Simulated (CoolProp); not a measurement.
Vapour-liquid equilibrium of R114 (1) + n-pentane (2) at 540 kPa; x and y are mole fractions of (1).

Model: multi-fluid Helmholtz-energy mixture model, Platzer 1990 and Thol 2019; pair parameters Bell 2016, in CoolProp. This equation is an older, rougher fit; its heat capacities, sound speeds and derivatives of the liquid may be far off and weren't checked against measurements.

```tsv
x	bubble temperature (°C)	y at the bubble point	dew temperature at overall composition x (°C)	liquid density (mol/L)
0.05	91.2	0.133	94.1	(withheld)
0.2	80.2	(withheld)	88.7	7.676
0.35	72.8	0.583	82.8	7.734
0.5	(withheld)	0.700	76.5	7.769
0.65	63.6	0.792	69.8	(withheld)
0.8	60.5	0.877	(withheld)	(withheld)
0.95	58.0	0.967	58.4	7.872
```

Task: Fill in the missing entries.

Result: 
- 0.05, liquid density (mol/L): 7.569
- 0.2, y at the bubble point: 0.413
- 0.5, bubble temperature (°C): 67.6
- 0.65, liquid density (mol/L): 7.796
- 0.8, dew temperature at overall composition x (°C): 63.3
- 0.8, liquid density (mol/L): 7.828

No azeotrope shows between x = 0.05 and 0.95.

The pair parameters rest on a limited set of measurements; away from them the model extrapolates.
